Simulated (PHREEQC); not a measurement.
PHREEQC input (ion-association model, phreeqc.dat):

```
SOLUTION 0
  temp 25
  units mmol/kgw
  pH 7 charge
  Br 0.58
  K 0.58
  Cl 0.01
  O(0) 1 O2(g) -0.68
SOLUTION 1-40
  temp 25
  units mmol/kgw
  pH 7 charge
  Cl 93.95
  K 9
  Ca 0.47
  Sr 42
  O(0) 1 O2(g) -0.68
END
EXCHANGE 1-40
  X 0.00027
  -equilibrate 1
END
SELECTED_OUTPUT 1
  -reset false
  -pH true
  -pe true
  -ionic_strength true
  -water true
  -step true
  -totals Br Ca Cl K Sr
  -molalities SrX2 KX CaX2
  -saturation_indices Sylvite
PRINT
  -reset false
TRANSPORT
  -cells 40
  -shifts 120
  -lengths 0.0025
  -time_step 720
  -dispersivities 0.0035
  -boundary_conditions flux flux
  -correct_disp true
  -punch_cells 40
  -punch_frequency 4
END
```

Selected output (columns that matter, 22 of 31 rows; pore volumes added in front):

```
pore volumes	pH	mu	Br	Ca	Cl	K	Sr	si_Sylvite
0	5.09	0.13642	0	0.00047	0.09395	0.009	0.042	-4.2315
0.1125	5.09	0.13642	0	0.00047	0.09395	0.009	0.042	-4.2315
0.3125	5.09	0.13642	1.1104e-09	0.00047	0.09395	0.009	0.042	-4.2315
0.4125	5.09	0.13636	2.35e-07	0.00046981	0.093912	0.0089966	0.041983	-4.2318
0.6125	5.0891	0.1308	2.3987e-05	0.00045055	0.090065	0.0086546	0.040262	-4.2632
0.7125	5.0871	0.11943	7.2539e-05	0.00041119	0.082201	0.0079537	0.036744	-4.3317
0.9125	5.0785	0.079868	0.00024145	0.00027428	0.054844	0.0055093	0.024509	-4.6338
1.0125	5.072	0.058805	0.00033139	0.0002014	0.040276	0.0042041	0.017995	-4.862
1.1125	5.0645	0.040882	0.00040793	0.00013939	0.02788	0.0030906	0.012454	-5.1301
1.3125	5.0483	0.017365	0.00050837	5.805e-05	0.011612	0.00162	0.005187	-5.7415
1.4125	5.0405	0.010841	0.00053625	3.5502e-05	0.0070967	0.0012065	0.0031727	-6.0617
1.6125	5.0275	0.0041322	0.00056494	1.2353e-05	0.00245	0.00077032	0.0011049	-6.685
1.7125	5.0226	0.0026146	0.00057144	7.1346e-06	0.0013971	0.00066643	0.00063891	-6.9802
1.9125	5.0162	0.0012344	0.00057736	2.4141e-06	0.00043742	0.00056551	0.00021722	-7.541
2.0125	5.0144	0.00095506	0.00057856	1.4641e-06	0.00024275	0.00054384	0.00013227	-7.8098
2.1125	5.0133	0.00080071	0.00057923	9.3737e-07	0.00013544	0.00053257	8.511e-05	-8.0698
2.3125	5.0122	0.00066897	0.00057978	4.7036e-07	4.5513e-05	0.00052795	4.3202e-05	-8.5449
2.4125	5.012	0.00064276	0.00057988	3.6597e-07	2.8697e-05	0.00053023	3.3808e-05	-8.7428
2.6125	5.0118	0.00061888	0.00057997	2.5241e-07	1.5096e-05	0.00053743	2.3566e-05	-9.0155
2.7125	5.0117	0.0006134	0.00057998	2.1915e-07	1.2641e-05	0.00054107	2.0559e-05	-9.0895
2.9125	5.0117	0.00060739	0.00058	1.7455e-07	1.0702e-05	0.00054731	1.6517e-05	-9.1567
3.0125	5.0117	0.00060561	0.00058	1.5885e-07	1.036e-05	0.00054986	1.509e-05	-9.1688
```
